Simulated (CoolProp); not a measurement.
Values from CoolProp's reference Helmholtz-energy equation of state, Lemmon 2006. It is a short technical equation, of lower accuracy than the large ones.

Question: For nitrous oxide, give the phase and the cp (kJ/(kg K)), expansivity (1/kK) at 392.8 K and 84.3 bar; 500 K and 84.3 bar.

Answer: 
- 392.8 K and 84.3 bar: supercritical; cp 1.33, expansivity 5.09
- 500 K and 84.3 bar: supercritical; cp 1.18, expansivity 2.68
